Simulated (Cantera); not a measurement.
A perfectly stirred reactor is fed with 4.69 % CH₄, 19.5 % O₂, 73.6 % N₂, 2.16 % CO₂, at 5.60 bar; it is adiabatic with a 775 K inlet, and is followed from long to short residence time, starting on the burning branch (τ in s: 0.4, 0.11, 0.03, 0.0084, 0.0023, 0.00063, 0.00017, 4.8e-05, 1.3e-05).

Detailed kinetics in Cantera: GRI-Mech 3.0 (53 species, 325 reactions).

One state of this run: T (K) = 1761; x CH₄ = 0.000185; x O₂ = 0.103; x HO₂ = 2.14e-5; x CH₂O = 2.26e-5; x C₂H = 5.65e-11. x: mole fraction; the columns are a selection and need not sum to one.

### Question
Which value of τ (s) does it belong to?
A) 0.40
B) 4.8e-5
C) 0.00063
D) 0.0023

### Answer
C, 0.00063
